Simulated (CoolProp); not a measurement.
Saturation properties of normal hydrogen (Tc = 33.1 K, pc = 12.96 bar, ω = -0.219).

Values from CoolProp's reference Helmholtz-energy equation of state, Leachman 2009.

```csv
T (K),p (bar),surface tension (mN/m),liquid viscosity (µPa s),vapour viscosity (µPa s)
22.8,1.947,1.50,11.1,…
23.6,2.355,…,10.5,1.18
24.4,2.821,…,9.88,1.24
25.2,3.348,1.09,9.32,1.29
26,3.940,0.961,8.79,1.34
26.8,4.602,0.832,8.28,1.40
27.7,5.436,0.689,…,1.48
28.5,6.262,0.565,7.26,1.55
29.3,7.172,0.446,6.79,1.63
30.1,8.174,…,6.32,1.73
30.9,9.272,0.225,5.82,1.85
31.7,10.48,0.130,5.27,2.00
32.5,11.80,0.0587,4.58,…
```

Task: What belongs in the gaps?

Result: 
- 22.8, vapour viscosity (µPa s): 1.14
- 23.6, surface tension (mN/m): 1.36
- 24.4, surface tension (mN/m): 1.23
- 27.7, liquid viscosity (µPa s): 7.73
- 30.1, surface tension (mN/m): 0.331
- 32.5, vapour viscosity (µPa s): 2.25

It boils at 20.4 K under 1 atm.

Viscosity comes from a separate model (Muzny 2013). Surface tension comes from a separate correlation (Mulero 2012).
